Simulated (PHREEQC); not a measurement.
1 kg of water holding 0.0048 mol/kgw MgCl2 and 0.33 mol/kgw NaCl is evaporated at 25 °C; the solids stay in contact with the brine. The system is closed to CO2. The run lets Bischofite, Brucite, Halite, MgCl2_4H2O precipitate or redissolve, and no other solid.

Equilibrium calculation in PHREEQC: Pitzer model, pitzer.dat.

```json
[
 {"water left (kg)": "1", "ionic strength": "0.344", "water activity": "0.989", "Halite (mol)": "0", "Mg in solution (mol/kgw)": "0.00480"},
 {"water left (kg)": "0.8219", "ionic strength": "0.419", "water activity": "0.986", "Halite (mol)": "0", "Mg in solution (mol/kgw)": "0.00584"},
 {"water left (kg)": "0.6755", "ionic strength": "0.510", "water activity": "0.984", "Halite (mol)": "0", "Mg in solution (mol/kgw)": "0.00711"},
 {"water left (kg)": "0.4563", "ionic strength": "0.755", "water activity": "0.976", "Halite (mol)": "0", "Mg in solution (mol/kgw)": "0.0105"},
 {"water left (kg)": "0.375", "ionic strength": "0.918", "water activity": "0.970", "Halite (mol)": "0", "Mg in solution (mol/kgw)": "0.0128"},
 {"water left (kg)": "0.3082", "ionic strength": "1.12", "water activity": "0.964", "Halite (mol)": "0", "Mg in solution (mol/kgw)": "0.0156"},
 {"water left (kg)": "0.2533", "ionic strength": "1.36", "water activity": "0.955", "Halite (mol)": "0", "Mg in solution (mol/kgw)": "0.0189"},
 {"water left (kg)": "0.1711", "ionic strength": "2.01", "water activity": "0.932", "Halite (mol)": "0", "Mg in solution (mol/kgw)": "0.0280"},
 {"water left (kg)": "0.1407", "ionic strength": "2.45", "water activity": "0.916", "Halite (mol)": "0", "Mg in solution (mol/kgw)": "0.0341"},
 {"water left (kg)": "0.1156", "ionic strength": "2.98", "water activity": "0.896", "Halite (mol)": "0", "Mg in solution (mol/kgw)": "0.0415"},
 {"water left (kg)": "0.09502", "ionic strength": "3.62", "water activity": "0.870", "Halite (mol)": "0", "Mg in solution (mol/kgw)": "0.0505"},
 {"water left (kg)": "0.06418", "ionic strength": "5.37", "water activity": "0.793", "Halite (mol)": "0", "Mg in solution (mol/kgw)": "0.0748"},
 {"water left (kg)": "0.05275", "ionic strength": "6.23", "water activity": "0.752", "Halite (mol)": "0.0158", "Mg in solution (mol/kgw)": "0.0910"},
 {"water left (kg)": "0.04335", "ionic strength": "6.25", "water activity": "0.751", "Halite (mol)": "0.0734", "Mg in solution (mol/kgw)": "0.111"},
 {"water left (kg)": "0.03564", "ionic strength": "6.28", "water activity": "0.751", "Halite (mol)": "0.121", "Mg in solution (mol/kgw)": "0.135"},
 {"water left (kg)": "0.0293", "ionic strength": "6.31", "water activity": "0.751", "Halite (mol)": "0.160", "Mg in solution (mol/kgw)": "0.164"},
 {"water left (kg)": "0.01979", "ionic strength": "6.40", "water activity": "0.749", "Halite (mol)": "0.218", "Mg in solution (mol/kgw)": "0.243"},
 {"water left (kg)": "0.01627", "ionic strength": "6.46", "water activity": "0.748", "Halite (mol)": "0.239", "Mg in solution (mol/kgw)": "0.295"},
 {"water left (kg)": "0.01337", "ionic strength": "6.53", "water activity": "0.747", "Halite (mol)": "0.257", "Mg in solution (mol/kgw)": "0.359"},
 {"water left (kg)": "0.01099", "ionic strength": "6.62", "water activity": "0.746", "Halite (mol)": "0.272", "Mg in solution (mol/kgw)": "0.437"},
 {"water left (kg)": "0.007426", "ionic strength": "6.86", "water activity": "0.742", "Halite (mol)": "0.293", "Mg in solution (mol/kgw)": "0.646"},
 {"water left (kg)": "0.006093", "ionic strength": "7.03", "water activity": "0.739", "Halite (mol)": "0.302", "Mg in solution (mol/kgw)": "0.788"},
 {"water left (kg)": "0.005012", "ionic strength": "7.23", "water activity": "0.735", "Halite (mol)": "0.308", "Mg in solution (mol/kgw)": "0.958"}
]
```

Halite from water left = 0.05275 kg.
